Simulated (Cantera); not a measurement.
# Premixed flame

A freely propagating, adiabatic, planar premixed flame of CH4 : H2 : O2 : N2 = 1 : 0.096 : 2.53 : 9.51 (molar parts), equivalence ratio 0.81, unburnt at 700 K and 500000 Pa; multicomponent transport, grid criteria slope 0.08 and curve 0.16, no radiation.

Model: GRI-Mech 3.0 (53 species, 325 reactions), integrated in Cantera. Burning velocities carry a grid error of a few per cent, more on coarse grids.

| z (mm) | T (K) | u (m/s) | x CH4 | x H2 | x O2 | x C2H2 | x H2O2 | x NO2 |
|---|---|---|---|---|---|---|---|---|
| -0.291 | 701 | 0.917 | 0.0761 | 0.00756 | 0.193 | <1e-8 | 6.29e-8 | <1e-8 |
| -0.194 | 706 | 0.925 | 0.0757 | 0.00794 | 0.192 | 7.54e-8 | 7.72e-7 | <1e-8 |
| -0.145 | 720 | 0.944 | 0.0748 | 0.00833 | 0.191 | 3.24e-7 | 2.79e-6 | 2.82e-8 |
| -0.0970 | 788 | 1.04 | 0.0706 | 0.00904 | 0.185 | 2.12e-6 | 1.32e-5 | 1.39e-7 |
| -0.0485 | 1126 | 1.49 | 0.0496 | 0.0102 | 0.155 | 1.77e-5 | 4.68e-5 | 3.12e-7 |
| -0.0242 | 1483 | 1.98 | 0.0268 | 0.0107 | 0.119 | 4.55e-5 | 2.23e-5 | 1.47e-7 |
| 0 | 1842 | 2.46 | 0.00571 | 0.00938 | 0.0779 | 6.71e-5 | 2.83e-6 | 3.31e-8 |
| 0.0242 | 2007 | 2.67 | 0.000301 | 0.00611 | 0.0552 | 7.15e-6 | 1.01e-6 | 2.18e-8 |
| 0.0485 | 2077 | 2.76 | 8.92e-6 | 0.00459 | 0.0478 | 1.57e-7 | 7.80e-7 | 2.81e-8 |
| 0.0970 | 2160 | 2.85 | 1.45e-8 | 0.00349 | 0.0428 | <1e-8 | 5.87e-7 | 3.84e-8 |
| 0.194 | 2236 | 2.94 | <1e-8 | 0.00219 | 0.0397 | <1e-8 | 4.20e-7 | 5.35e-8 |
| 0.388 | 2282 | 2.99 | <1e-8 | 0.00122 | 0.0381 | <1e-8 | 3.30e-7 | 6.55e-8 |
| 0.776 | 2299 | 3.01 | <1e-8 | 0.000834 | 0.0375 | <1e-8 | 3.05e-7 | 8.00e-8 |
x: mole fraction of selected species; z is measured from the peak of heat release.

```
Property                      Value
------------------------  ---------
laminar burning velocity  91.6 cm/s
thermal thickness         0.0970 mm
peak x(C2H2)                7.26e-5
peak x(H2O2)                4.73e-5
grid points                     133
```
